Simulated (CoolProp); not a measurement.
Octamethylcyclotetrasiloxane (D4) along the isotherm 346.85 °C: fugacity coefficient from the reference equation and from simpler models built on Tc = 313.4 °C, pc = 1.347 MPa, ω = 0.598; each cubic takes its own stable root.

The numbers come from the reference Helmholtz-energy equation of state, Thol 2015 in CoolProp.

```csv
p (MPa),phase,reference
0.144,gas,0.9698
0.289,gas,0.9398
0.433,gas,0.9104
0.577,gas,0.8812
0.722,gas,0.8522
0.866,gas,0.8237
1.01,gas,0.7955
1.15,gas,0.7683
1.3,gas,0.7394
1.44,supercritical,0.7126
1.59,supercritical,0.6840
1.73,supercritical,0.6574
1.88,supercritical,0.6291
2.02,supercritical,0.6033
```

Question: How far does each simpler model (van der Waals, Redlich-Kwong, Soave-Redlich-Kwong) lie from the reference over these 14 states: mean and median of the absolute difference, and the worst?

Answer: 
- van der Waals: mean 1.0 %, median 0.9 %, worst +1.6 % at 346.85 °C and 1.15 MPa
- Redlich-Kwong: mean 1.0 %, median 0.6 %, worst -2.8 % at 346.85 °C and 2.02 MPa
- Soave-Redlich-Kwong: mean 1.4 %, median 1.3 %, worst +3.1 % at 346.85 °C and 2.02 MPa
